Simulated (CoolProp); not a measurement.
Vapour-liquid equilibrium of cyclohexane (1) + p-xylene (2) at 30.75 °C; x and y are mole fractions of (1).

Model: multi-fluid Helmholtz-energy mixture model, Zhou 2014 and Zhou 2012; pair parameters Bell 2016, in CoolProp.

Give the bubble pressure and the first vapour's composition at x = 0.15, 0.45, 0.85. Is there an azeotrope?

x = 0.15: 4.816 kPa, y = 0.709; x = 0.45: 9.641 kPa, y = 0.898; x = 0.85: 14.75 kPa, y = 0.977. No azeotrope shows between x = 0.05 and 0.95.

The pair parameters rest on a limited set of measurements; away from them the model extrapolates.
